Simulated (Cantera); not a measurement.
# Thermodynamics of carbothermic reduction, feed TiO2 + C + N2 + CO + H2

Input: 1 mol TiO2, 4.1 mol C, 0.35 mol N2, 1.8 mol CO, 0.0096 mol H2, equilibrated at 14.0 Pa.

These are equilibrium values from Cantera (NASA tables, ideal gas, pure condensed phases), not measurements of a reactor. Candidate condensed phases: C, C6H6, C7H8, C8H18, H2O, Ti, TiC, TiN, TiO, TiO2, Ti2O3, Ti3O5, Ti4O7; 139 gas species. TiC: taken at fixed stoichiometry. Equilibrium is a limit: real reactors are often held back by kinetics, nucleation or transport.

From 1452 °C to 1802 °C the condensed part is C(graphite) + TiC(s). The main Ti-bearing gas is Ti throughout.

| T (°C) | x CO | x N2 | x H | x H2 | x HCN | x CN | x Ti | x HNC | n C(graphite) | n TiC(s) |
|---|---|---|---|---|---|---|---|---|---|---|
| 1452 | 0.913 | 0.0841 | 0.000690 | 0.00193 | 5.35e-5 | 2.14e-7 | 1.12e-8 | 1.70e-6 | 1.10 | 1.00 |
| 1502 | 0.913 | 0.0841 | 0.00103 | 0.00176 | 6.60e-5 | 5.03e-7 | 4.00e-8 | 2.37e-6 | 1.10 | 1.00 |
| 1552 | 0.913 | 0.0840 | 0.00146 | 0.00154 | 7.87e-5 | 1.13e-6 | 1.32e-7 | 3.15e-6 | 1.10 | 1.000 |
| 1602 | 0.913 | 0.0840 | 0.00197 | 0.00127 | 9.01e-5 | 2.42e-6 | 4.11e-7 | 4.02e-6 | 1.10 | 1.000 |
| 1652 | 0.912 | 0.0840 | 0.00254 | 0.000985 | 9.87e-5 | 5.00e-6 | 1.20e-6 | 4.87e-6 | 1.10 | 1.000 |
| 1702 | 0.912 | 0.0840 | 0.00308 | 0.000709 | 0.000103 | 9.94e-6 | 3.34e-6 | 5.59e-6 | 1.10 | 1.000 |
| 1752 | 0.912 | 0.0839 | 0.00355 | 0.000475 | 0.000103 | 1.91e-5 | 8.78e-6 | 6.10e-6 | 1.10 | 1.000 |
| 1802 | 0.912 | 0.0839 | 0.00390 | 0.000300 | 9.84e-5 | 3.55e-5 | 2.21e-5 | 6.37e-6 | 1.10 | 1.000 |
x: gas mole fraction; n: condensed amount in mol.
